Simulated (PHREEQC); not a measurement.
## Silver or lead bath: speciation

Solution (7.5 °C): 8.1 mmol/kgw Pb(NO3)2 and 0.11 mmol/kgw NaCl. Closed to the air; pH follows from the charge balance.

The numbers come from PHREEQC with the ion-association model, wateq4f.dat.

Each row changes one thing in this solution. This is a speciation only: nothing precipitates in the calculation.

| case | pH | ionic strength (mol/kgw) | Cl- (mol/kgw) | SI of Halite (NaCl) |
|---|---|---|---|---|
| as made | 4.99 | 0.0226 | 9.98e-5 | -9.62 |
| NaCl from 0.00011 to 0.00022 mol/kgw | 4.99 | 0.0226 | 0.000200 | -9.02 |
| Pb(NO3)2 replaced by Mn(NO3)2 at the same molality | 6.77 | 0.0244 | 0.000108 | -9.59 |
| temperature from 7.5 to 70 °C | 5.00 | 0.0226 | 7.87e-5 | -9.87 |
| NaCl from 0.00011 to 0.000121 mol/kgw | 4.99 | 0.0226 | 0.000110 | -9.54 |

Some of these states are supersaturated (in Pb(OH)2, for instance). Constants without temperature data keep their 25 °C values here.
